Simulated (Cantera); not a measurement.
A closed system holds: 1 mol SiH₂Cl₂, 1.3 mol O₂, at 22.0 Pa.

Method: chemical equilibrium by Gibbs-energy minimisation in Cantera with the NASA 1993 tables (ideal gas, pure condensed phases). Candidate condensed phases: H₂O, Si, SiO₂; 30 gas species. Rates play no part. All values below are at 1025 K.

Base state: HCl 0.816, O₂ 0.116, H₂O 0.0326, Cl₂ 0.0293, Cl 0.00646 (mole fractions); condensed: SiO₂(β-quartz).

Q: What changes in the equilibrium state with this change: pressure from 22.0 Pa to 0.260 bar?

A: 
| species | before | after |
|---|---|---|
| HCl | 0.816 | 0.663 |
| H₂O | 0.0326 | 0.132 |
| Cl₂ | 0.0293 | 0.131 |
| O₂ | 0.116 | 0.0732 |
| HOCl | 7.11e-7 | 1.58e-5 |
| Cl | 0.00646 | 0.000398 |
| SiO₂(β-quartz), mol | 1.00 | 1.00 |
